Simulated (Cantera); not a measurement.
Cantera run, input and output.

```python
import numpy as np
import cantera as ct

gas = ct.Solution("gri30.yaml")
gas.TPX = 1573, 13332, {'CH4': 1, 'N2': 21}
reactor = ct.IdealGasConstPressureReactor(gas, energy="off", clone=False)
net = ct.ReactorNet([reactor])
net.rtol, net.atol = 1e-08, 1e-18
show = ['CH4', 'C2H4', 'CH3', 'CH2', 'C2H2', 'C2H', 'H2']
times = np.geomspace(0.0008, 5, 10)

steps = ct.SolutionArray(gas, extra=["t"])
rows = []
print(f"{'t/s':>10s}{'T/K':>9s}{'P/Pa':>11s}" + "".join(f"{s:>11s}" for s in show))
for t in times:
    while net.time < t:
        t_next = net.step()
        steps.append(gas.state, t=t_next)
    rows.append([np.interp(t, steps.t, y) for y in (steps.T, steps.P, *steps(*show).X.T)])
    print(f"{t:10.3e}{rows[-1][0]:9.1f}{rows[-1][1]:11.4g}" + "".join(f"{x:11.3e}" for x in rows[-1][2:]))
rate = np.gradient(steps.T, steps.t)
print("integrator steps:", len(steps.t))
if steps.T.max() > steps.T[0] + 200:
    print(f"time of steepest temperature rise: {steps.t[rate.argmax()]:.4e} s")
gas.TPX = 1573, 13332, {'CH4': 1, 'N2': 21}
gas.equilibrate("TP")
print(f"equilibrium (TP): T = {gas.T:.1f} K  " + "  ".join(f"{s} {gas[s].X[0]:.3e}" for s in show))
```

It prints:

```
       t/s      T/K       P/Pa        CH4       C2H4        CH3        CH2       C2H2        C2H         H2
 8.000e-04   1573.0  1.333e+04  4.544e-02  1.987e-08  1.253e-05  1.709e-10  4.583e-11  2.649e-17  6.296e-06
 2.113e-03   1573.0  1.333e+04  4.542e-02  3.673e-07  3.264e-05  1.072e-09  2.368e-09  3.587e-15  1.735e-05
 5.580e-03   1573.0  1.333e+04  4.535e-02  6.202e-06  8.080e-05  6.210e-09  1.195e-07  3.952e-13  5.660e-05
 1.474e-02   1573.0  1.333e+04  4.504e-02  8.614e-05  1.796e-04  2.884e-08  5.679e-06  1.797e-11  3.023e-04
 3.892e-02   1573.0  1.333e+04  4.299e-02  7.511e-04  3.132e-04  8.583e-08  2.161e-04  4.401e-10  2.384e-03
 1.028e-01   1573.0  1.333e+04  3.588e-02  1.447e-03  2.801e-04  8.503e-08  2.970e-03  3.899e-09  1.200e-02
 2.714e-01   1573.0  1.333e+04  2.613e-02  4.951e-04  1.826e-04  5.228e-08  8.645e-03  9.041e-09  2.704e-02
 7.169e-01   1573.0  1.333e+04  1.552e-02  1.469e-04  1.089e-04  3.240e-08  1.411e-02  1.437e-08  4.268e-02
 1.893e+00   1573.0  1.333e+04  6.953e-03  4.559e-05  5.286e-05  1.750e-08  1.834e-02  2.002e-08  5.513e-02
 5.000e+00   1573.0  1.333e+04  2.477e-03  2.729e-05  2.063e-05  7.588e-09  2.052e-02  2.442e-08  6.160e-02
integrator steps: 1116
equilibrium (TP): T = 1573.0 K  CH4 6.061e-05  C2H4 5.710e-06  CH3 5.404e-07  CH2 2.149e-10  C2H2 4.681e-03  C2H 5.951e-09  H2 6.511e-02
```

Model: GRI-Mech 3.0 (53 species, 325 reactions), integrated in Cantera. GRI-Mech 3.0 stops at C3 and has no aromatics, soot or wall deposition, so with more carbon than oxygen in the feed, carbon stays in small species such as C2H2 where larger ones or solid carbon would form.
